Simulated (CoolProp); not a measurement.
The numbers come from the reference Helmholtz-energy equation of state, Gao 2016 in CoolProp.

Task: For sulfur dioxide, give the phase and the cv (kJ/(kg K)), Joule-Thomson coefficient (K/MPa) at 188.25 °C and 3.98 bar; 188.25 °C and 27.1 bar.

Result: 
- 188.25 °C and 3.98 bar: gas; cv 0.585, Joule-Thomson coefficient 10.4
- 188.25 °C and 27.1 bar: gas; cv 0.618, Joule-Thomson coefficient 10.4
